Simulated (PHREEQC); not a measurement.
Dissolve 0.091 mol/kgw Al2(SO4)3, 0.003 mol/kgw CaCl2 and 0.015 mol/kgw NaAlO2 at 25 °C. Closed to the air; pH follows from the charge balance.

Model: ion-association model, phreeqc.dat, run in PHREEQC.

This is a speciation only: nothing precipitates in the calculation.

**Question.** Predict the pH.

**Answer.** pH 5.58.

**Question.** In which forms is Al present?

**Answer.** AlSO4+ 49 %, Al(SO4)2- 26 %, Al(OH)2+ 9.5 %, AlOH+2 8.8 %, Al+3 5.9 % of the Al.

The solution is supersaturated, for example in Al(OH)3(a), Gibbsite (slow to form), so a real one may precipitate; this is no full list.
